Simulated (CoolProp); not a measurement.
Vapour pressure (bar) of octamethyltrisiloxane (MDM): the reference equation beside estimates from Tc = 565.4 K, pc = 14.38 bar, ω = 0.528. Clausius-Clapeyron is anchored at 408.1 K with a constant enthalpy of vaporisation of 37.93 kJ/mol.

Values from CoolProp's reference Helmholtz-energy equation of state, Thol 2017.

```tsv
T (K)	reference	Lee-Kesler	Clausius-Clapeyron	van der Waals	Redlich-Kwong	Soave-Redlich-Kwong	Peng-Robinson
372.7	0.1963	0.1952	0.2161	2.106	0.7414	0.1952	0.2005
390.4	0.3622	0.3592	0.3763	2.687	1.119	0.3591	0.3645
408.1	0.6247	0.6188	0.6247	3.364	1.620	0.6192	0.6230
425.7	1.015	1.005	0.9916	4.139	2.260	1.008	1.007
443.4	1.576	1.561	1.521	5.024	3.065	1.571	1.562
461.1	2.350	2.328	2.257	6.022	4.049	2.352	2.331
478.8	3.382	3.354	3.254	7.135	5.230	3.401	3.364
496.5	4.727	4.694	4.570	8.369	6.626	4.775	4.721
```

Absolute difference from the reference over all 8 rows, mean and median: Lee-Kesler 0.8 and 0.9 %, Clausius-Clapeyron 3.9 and 3.6 %, van der Waals 365.5 and 263.3 %, Redlich-Kwong 128.8 and 108.6 %, Soave-Redlich-Kwong 0.6 and 0.6 %, Peng-Robinson 0.8 and 0.7 %.
